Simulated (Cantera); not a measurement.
An isothermal, constant-pressure homogeneous reactor starts with NH3 : N2 = 1 : 0.29 (molar parts), at 1450 K and 0.513 atm.

Detailed kinetics in Cantera: the gas-phase N/H chemistry of the illustrative SiF4/NH3 mechanism in the Surface Chemkin manual (1991). Walls and surfaces, which speed up NH3 decomposition in real reactors, are not modelled.

x: mole fraction; the columns are a selection and need not sum to one.

| t (s) | x NH3 | x NH | x N2H4 | x H2 | x N2 | x H |
|---|---|---|---|---|---|---|
| 1.00e-5 | 0.775 | <1e-12 | <1e-12 | 9.89e-9 | 0.225 | 4.62e-10 |
| 5.01e-5 | 0.775 | <1e-12 | <1e-12 | 5.14e-8 | 0.225 | 4.62e-10 |
| 0.000251 | 0.775 | 1.03e-11 | 2.63e-11 | 2.60e-7 | 0.225 | 4.62e-10 |
| 0.00126 | 0.775 | 3.84e-10 | 8.08e-10 | 1.32e-6 | 0.225 | 4.75e-10 |
| 0.00631 | 0.775 | 8.41e-9 | 1.99e-8 | 8.77e-6 | 0.225 | 8.45e-10 |
| 0.0316 | 0.775 | 3.64e-8 | 1.09e-7 | 0.000144 | 0.225 | 4.76e-9 |
| 0.158 | 0.774 | 3.77e-8 | 1.10e-7 | [?] | 0.225 | [?] |
| 0.794 | 0.769 | 4.07e-8 | 1.08e-7 | 0.00533 | 0.226 | 9.85e-8 |
| 3.98 | 0.744 | 4.63e-8 | 9.87e-8 | 0.0260 | 0.230 | 4.66e-7 |
| 20.0 | [?] | 4.47e-8 | [?] | [?] | 0.245 | [?] |
| 100 | 0.411 | 2.84e-8 | 2.80e-8 | 0.308 | 0.281 | 5.31e-6 |

Question: Fill in the missing entries.

Answer: 
- 0.158, x H2: 0.00101
- 0.158, x H: 2.06e-8
- 20.0, x NH3: 0.646
- 20.0, x N2H4: 7.23e-8
- 20.0, x H2: 0.109
- 20.0, x H: 1.92e-6
